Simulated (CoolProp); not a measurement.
Values from CoolProp's reference Helmholtz-energy equation of state, Lemmon 2006. It is a short technical equation, of lower accuracy than the large ones.

Task: For C2F6 (R116), give the phase and the density (kg/m³), Joule-Thomson coefficient (K/MPa) at 29.25 °C and 3.12 MPa.

Result: 
- 29.25 °C and 3.12 MPa: supercritical; density 308, Joule-Thomson coefficient 13.3
